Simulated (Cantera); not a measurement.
# Equilibrium for abatement and gas-phase synthesis: SO₂ + H₂ + O₂

Charge: 1 mol SO₂, 0.27 mol H₂, 0.56 mol O₂, at 0.000370 bar.

Equilibrium computed with Cantera from the NASA thermochemical tables; the gas is ideal and each condensed phase is pure. Candidate condensed phases: H₂O, H₂SO₄, S; 19 gas species. Rates play no part.

From 825 °C to 2125 °C nothing is condensed.

```csv
T (°C),x SO₂,x O₂,x O,x H₂O,x SO,x H,x OH,x H₂,x S
825,0.587,0.249,6.16e-8,0.160,3.02e-9,1.86e-10,6.26e-6,2.08e-8,<1e-12
925,0.589,0.250,6.25e-7,0.159,4.79e-8,4.44e-9,2.77e-5,2.02e-7,<1e-12
1025,0.589,0.250,4.44e-6,0.159,4.96e-7,6.56e-8,9.75e-5,1.39e-6,<1e-12
1125,0.590,0.250,2.39e-5,0.159,3.68e-6,6.62e-7,0.000287,7.24e-6,1.47e-11
1225,0.590,0.250,0.000103,0.159,2.08e-5,4.93e-6,0.000730,3.04e-5,4.07e-10
1325,0.589,0.250,0.000368,0.158,9.50e-5,2.86e-5,0.00165,0.000107,7.44e-9
1425,0.588,0.249,0.00114,0.157,0.000362,0.000135,0.00338,0.000322,9.68e-8
1525,0.586,0.248,0.00309,0.154,0.00119,0.000534,0.00636,0.000852,9.48e-7
1625,0.580,0.245,0.00754,0.149,0.00342,0.00182,0.0111,0.00201,7.30e-6
1725,0.567,0.240,0.0168,0.140,0.00878,0.00541,0.0179,0.00421,4.56e-5
1825,0.541,0.232,0.0344,0.123,0.0202,0.0141,0.0266,0.00778,0.000236
1925,0.492,0.222,0.0653,0.0983,0.0413,0.0320,0.0358,0.0122,0.00102
2025,0.416,0.205,0.116,0.0657,0.0742,0.0619,0.0423,0.0155,0.00369
2125,0.313,0.182,0.190,0.0336,0.115,0.0988,0.0418,0.0146,0.0111
```
x: gas mole fraction; nothing condenses.
